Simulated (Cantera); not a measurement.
Input (Python, Cantera) and output of one run.

```python
import numpy as np
import cantera as ct

gas_names = [...]  # 118 gases of nasa_gas.yaml made of C, Cl, F, H
cond_names = """
    C(gr) C6H6(L) C7H8(L) C8H18(L),n-octa
""".split()


# ... load() reads the species with a 1 bar reference pressure and builds the phases ...
atoms = {
    'c-C4F8': {'C': 4, 'F': 8},
    'HCl': {'H': 1, 'CL': 1},
    'H2': {'H': 2},
}
top_T = {'C(gr)': 4500}  # K; cautious upper limits of use, not melting points


# ... equilibrate(T, P, feed) seeds the gas with the atoms and calls Mixture.equilibrate('TP', solver="vcs", rtol=1e-11, max_steps=5000) ...
results = []
feed = {'c-C4F8': 1, 'HCl': 0.049, 'H2': 11}  # mol
P = 79  # Pa
for T in [2600, 2700, 2800, 2900, 3000, 3100, 3200, 3300]:
    mix = equilibrate(T, P, feed)
    results.append((T, P, feed, dict(zip(mix.species_names, mix.species_moles))))

top = {s: max(r[3][s] / sum(r[3][g] for g in gas_names) for r in results) for s in gas_names}
cols = sorted((s for s in top if top[s] > 1e-05), key=lambda s: -top[s])[:6]
seen = [c for c in cond_names if any(r[3].get(c, 0) > 1e-12 for r in results)]
print("log10 of partial pressures in bar; condensed amounts in mol")
print(f"{'T/K':>10s}" + "".join(f"{s[:9]:>10s}" for s in cols + seen))
for T, P, feed, n in results:
    ng = sum(n[g] for g in gas_names)
    print(f"{T:10.4g}" + "".join(f"{np.log10(max(n[s] / ng * P / 1e5, 1e-99)):10.3f}" for s in cols)
          + "".join(f"{n.get(c, 0):10.4g}" for c in seen))
```

It prints:

```
log10 of partial pressures in bar; condensed amounts in mol
       T/K         H        HF         F        H2         C        C3     C(gr)
      2600    -3.430    -3.502    -5.475    -4.029    -6.205    -5.655     3.697
      2700    -3.377    -3.536    -5.121    -4.262    -5.674    -5.056     3.044
      2800    -3.357    -3.589    -4.783    -4.540    -5.181    -4.501    0.6253
      2900    -3.339    -3.648    -4.478    -4.798    -4.886    -4.475         0
      3000    -3.323    -3.736    -4.225    -5.042    -4.647    -4.563         0
      3100    -3.311    -3.870    -4.037    -5.276    -4.444    -4.703         0
      3200    -3.303    -4.051    -3.911    -5.503    -4.281    -4.919         0
      3300    -3.299    -4.265    -3.835    -5.723    -4.165    -5.234         0
```

These are equilibrium values from Cantera (NASA tables, ideal gas, pure condensed phases), not measurements of a reactor. The feed counts by its element totals alone.
